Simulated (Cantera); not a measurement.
Input: 1 mol Zr, 12 mol N2O, 240 mol H2, held at 1 atm.

These are equilibrium values from Cantera (NASA tables, ideal gas, pure condensed phases), not measurements of a reactor. Candidate condensed phases: H2O, Zr, ZrN, ZrO2; 28 gas species. Kinetics and transport are ignored. All values below are at 2275 K.

Base state: H2 0.905, N2 0.0474, H2O 0.0395, H 0.00802, OH 5.45e-5 (mole fractions); condensed: ZrO2(tetragonal).

**Question.** What changes in the equilibrium state with this change: N2O from 12 to 3.6 mol?

**Answer.** 
| species | before | after |
|---|---|---|
| H2 | 0.905 | 0.970 |
| N2 | 0.0474 | 0.0147 |
| H | 0.00802 | 0.00831 |
| H2O | 0.0395 | 0.00653 |
| OH | 5.45e-5 | 8.71e-6 |
| ZrO2(tetragonal), mol | 1.000 | 1.000 |
